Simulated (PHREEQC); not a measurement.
Make-up at 25 °C: 19 mmol/kgw Na2SiO3. Closed to the air; pH follows from the charge balance.

Equilibrium calculation in PHREEQC: ion-association model, wateq4f.dat.

This is a speciation only: nothing precipitates in the calculation.

### Question
Order these Si species by the share of Si that they hold, largest first: H2SiO4-2, H3SiO4-, H4SiO4.

### Answer
H3SiO4- (86 %), H2SiO4-2 (13 %), H4SiO4 (0.35 %)

The pH is 12.13 and the ionic strength 0.0405 mol/kgw.
